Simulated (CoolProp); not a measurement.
Aqueous potassium carbonate as a coolant, at 8 °C, 1 atm.

Model: Melinder's fits for secondary coolants, in CoolProp.

```tsv
mass %	freezing point (°C)	density (kg/m³)	Prandtl number	cp (kJ/(kg K))	viscosity (mPa s)
2.7	-0.8	1026	[?]	4.016	1.46
7.4	[?]	1070	10.6	3.781	1.60
12.1	-4.5	1115	[?]	3.591	1.79
16.8	-6.8	[?]	12.4	3.412	2.04
21.5	-9.9	1211	[?]	3.234	2.37
26.2	-14.0	1262	15.8	3.063	2.85
30.9	-19.9	1315	18.9	2.912	[?]
```

**Question.** What belongs in the gaps?

**Answer.** 
- 2.7, Prandtl number: 10.2
- 7.4, freezing point (°C): -2.6
- 12.1, Prandtl number: 11.4
- 16.8, density (kg/m³): 1162
- 21.5, Prandtl number: 13.8
- 30.9, viscosity (mPa s): 3.55
